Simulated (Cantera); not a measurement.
A closed system holds: 1 mol Si, 16 mol HBr, 0.27 mol H2, equilibrated at 1700 K and 10.0 mbar.

Equilibrium computed with Cantera from the NASA thermochemical tables; the gas is ideal and each condensed phase is pure. Candidate condensed phases: Br2, Si; 19 gas species. The tables' values for SiBr3, SiBr are old estimates; treat these amounts as uncertain. Kinetics and transport are ignored.

Base state: HBr 0.666, H2 0.142, Br 0.134, SiBr2 0.0547, SiBr3 0.00197, SiBr4 0.000731, H 0.000555, Br2 0.000306 (mole fractions); condensed: gas only.

Question: What changes in the equilibrium state with this change: pressure from 10.0 mbar to 37.0 Pa?

Answer: 
| species | before | after |
|---|---|---|
| HBr | 0.666 | 0.393 |
| Br | 0.134 | 0.326 |
| H2 | 0.142 | 0.226 |
| SiBr2 | 0.0547 | 0.0507 |
| SiBr4 | 0.000731 | 5.47e-6 |
| Si | 4.19e-7 | 4.81e-5 |
| SiHBr3 | 1.92e-5 | 3.89e-7 |
| SiBr3 | 0.00197 | 0.000164 |
| SiBr | 4.16e-5 | 0.000429 |
The tables' values for SiBr, SiBr3 are old estimates; treat these amounts as uncertain.

Question: What changes in the equilibrium state with this change: temperature from 1700 K to 1600 K?

Answer: 
```tsv
species	before	after
HBr	0.666	0.738
H2	0.142	0.121
Br	0.134	0.0812
SiBr2	0.0547	0.0523
SiBr4	0.000731	0.00332
SiBr	4.16e-5	1.11e-5
H	0.000555	0.000189
SiHBr3	1.92e-5	4.98e-5
```
